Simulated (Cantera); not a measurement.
A Cantera script and its output.

```python
import numpy as np
import cantera as ct

gas = ct.Solution("h2o2.yaml")
gas.TPX = 550, 13332, {'H2': 1, 'O2': 0.455, 'N2': 1.71, 'H2O': 0.37}
flame = ct.FreeFlame(gas, width=0.16)
flame.set_refine_criteria(ratio=3, slope=0.08, curve=0.16)
flame.transport_model = "mixture-averaged"
flame.solve(loglevel=0, auto=True)
flame.transport_model = "multicomponent"
flame.soret_enabled = False
flame.solve(loglevel=0, refine_grid=True)
z, T = flame.grid, flame.T
thick = (T[-1] - T[0]) / np.gradient(T, z).max()
show = ['H2', 'O2', 'H2O', 'H2O2', 'H', 'O']
print(f"laminar burning velocity  {flame.velocity[0] * 100:.3f} cm/s")
print(f"burnt temperature         {T[-1]:.1f} K")
print(f"thermal thickness         {thick * 1e3:.4f} mm")
print(f"grid points               {len(z)}")
z0 = z[flame.heat_release_rate.argmax()]
print(f"{'z/mm':>9s}{'T/K':>9s}{'u/(m/s)':>9s}" + "".join(f"{s:>11s}" for s in show))
rows = []
for k in (-3, -2, -1.5, -1, -0.5, -0.25, 0, 0.25, 0.5, 1, 2, 4, 8):
    zz = z0 + k * thick
    rows.append([k * thick, np.interp(zz, z, T), np.interp(zz, z, flame.velocity),
                 *(np.interp(zz, z, flame.X[gas.species_index(s)]) for s in show)])
    print(f"{rows[-1][0] * 1e3:9.3f}{rows[-1][1]:9.1f}{rows[-1][2]:9.3f}" + "".join(f"{x:11.3e}" for x in rows[-1][3:]))
```

It prints:

```
laminar burning velocity  478.907 cm/s
burnt temperature         2279.2 K
thermal thickness         6.0451 mm
grid points               143
     z/mm      T/K  u/(m/s)         H2         O2        H2O       H2O2          H          O
  -18.135    550.0    4.789  2.829e-01  1.287e-01  1.047e-01 -2.621e-16  7.132e-18  4.683e-18
  -12.090    550.0    4.789  2.829e-01  1.287e-01  1.047e-01  5.078e-18  2.926e-14  1.413e-15
   -9.068    550.0    4.789  2.829e-01  1.287e-01  1.047e-01  3.517e-14  8.570e-12  2.349e-13
   -6.045    550.0    4.789  2.829e-01  1.287e-01  1.047e-01  2.403e-11  7.738e-09  1.228e-10
   -3.023    553.5    4.815  2.820e-01  1.287e-01  1.049e-01  8.002e-07  6.778e-05  2.431e-06
   -1.511    676.5    5.822  2.638e-01  1.251e-01  1.166e-01  3.182e-06  4.495e-03  1.264e-04
    0.000   1069.2    8.911  1.547e-01  8.807e-02  2.005e-01  7.191e-07  4.568e-02  4.520e-03
    1.511   1342.8   11.037  6.417e-02  3.446e-02  2.993e-01  1.087e-06  7.319e-02  9.652e-03
    3.023   1458.9   11.909  5.684e-02  2.637e-02  3.149e-01  8.905e-07  6.683e-02  9.816e-03
    6.045   1587.4   12.843  5.797e-02  2.311e-02  3.234e-01  5.494e-07  5.445e-02  9.014e-03
   12.090   1726.2   13.821  5.787e-02  1.968e-02  3.339e-01  2.905e-07  4.164e-02  7.595e-03
   24.180   1865.7   14.774  5.567e-02  1.596e-02  3.465e-01  1.524e-07  2.997e-02  5.825e-03
   48.361   1996.5   15.642  5.162e-02  1.221e-02  3.603e-01  8.672e-08  2.028e-02  4.036e-03
```

Model: the H2/O2 subset of GRI-Mech 3.0, which has no nitrogen chemistry, integrated in Cantera. Burning velocities carry a grid error of a few per cent, more on coarse grids.
